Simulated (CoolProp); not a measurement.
Vapour-liquid equilibrium of n-hexane (1) + cyclohexane (2) at 334.8 K; x and y are mole fractions of (1).

The numbers come from the multi-fluid Helmholtz-energy mixture model, Thol 2019 and Zhou 2014; pair parameters Bell 2016 in CoolProp.

| x | bubble pressure (MPa) | y at the bubble point | dew pressure at overall composition x (MPa) | liquid density (mol/L) |
|---|---|---|---|---|
| 0.05 | 0.05669 | 0.078 | 0.05607 | 8.683 |
| 0.125 | 0.05912 | 0.183 | 0.05777 | 8.548 |
| 0.2 | 0.06141 | 0.278 | 0.05953 | 8.416 |
| 0.275 | 0.06356 | 0.364 | 0.06134 | 8.287 |
| 0.35 | 0.06561 | 0.444 | 0.06320 | 8.162 |
| 0.425 | 0.06756 | 0.519 | 0.06511 | 8.040 |
| 0.5 | 0.06944 | 0.590 | 0.06706 | 7.921 |
| 0.575 | 0.07125 | 0.657 | 0.06905 | 7.805 |
| 0.65 | 0.07301 | 0.722 | 0.07106 | 7.692 |
| 0.725 | 0.07472 | 0.785 | 0.07309 | 7.582 |
| 0.8 | 0.07639 | 0.845 | 0.07514 | 7.474 |
| 0.875 | 0.07803 | 0.904 | 0.07721 | 7.369 |
| 0.95 | 0.07965 | 0.962 | 0.07931 | 7.266 |

No azeotrope shows between x = 0.05 and 0.95.

The pair parameters rest on a limited set of measurements; away from them the model extrapolates.
